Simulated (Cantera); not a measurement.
## Thermodynamics of carbon deposition, reforming and gasification, feed toluene + NH₃

Charge: 1 mol toluene, 0.81 mol NH₃, equilibrated at 2823.15 K and 1.00 bar.

Method: chemical equilibrium by Gibbs-energy minimisation in Cantera with the NASA 1993 tables (ideal gas, pure condensed phases). Candidate condensed phases: C, C₆H₆, C₇H₈, C₈H₁₈; 92 gas species. The numbers say what is thermodynamically allowed, not how fast it happens.

- x(H₂): 0.804
- x(H): 0.0795
- x(N₂): 0.0519
- x(HCN): 0.0295
- x(C₂H₂ (acetylene)): 0.0290
- x(HNC): 0.00480
- x(C₄H₂): 0.000434
- x(C₂H): 0.000376
- x(CN): 0.000252
- n(C(graphite)): 6.44 mol
- gas amount: 5.854 mol
